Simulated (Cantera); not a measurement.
Input: 1 mol borazine, 0.55 mol NH3, 3.7 mol H2, held at 2348.15 K and 0.470 bar.

Cantera equilibrium calculation (NASA polynomials, part measured and part estimated; ideal gas, pure solids and liquids). Candidate condensed phases: B, BN; 15 gas species. The feed counts by its element totals alone. The tables' values for BH2 are old estimates; treat these amounts as uncertain. Gases not in the tables: B2H6 and higher boranes. The numbers say what is thermodynamically allowed, not how fast it happens.

Base state: H2 0.945, N2 0.0359, H 0.0175, BH2 0.00183, BH3 3.67e-5, B 2.97e-5, BH 1.52e-5 (mole fractions); condensed: BN(s).

### Question
What changes in the equilibrium state with this change: pressure from 0.470 bar to 0.230 bar?

### Answer
| species | before | after |
|---|---|---|
| H2 | 0.945 | 0.930 |
| N2 | 0.0359 | 0.0426 |
| H | 0.0175 | 0.0249 |
| BH2 | 0.00183 | 0.00237 |
| B | 2.97e-5 | 7.96e-5 |
| BH | 1.52e-5 | 2.83e-5 |
| BH3 | 3.67e-5 | 3.29e-5 |
| BN(s), mol | 2.98 | 2.87 |
| B(s), mol | 0 | 0.108 |
Mutual solubility and eutectic melting of coexisting phases are not modelled.
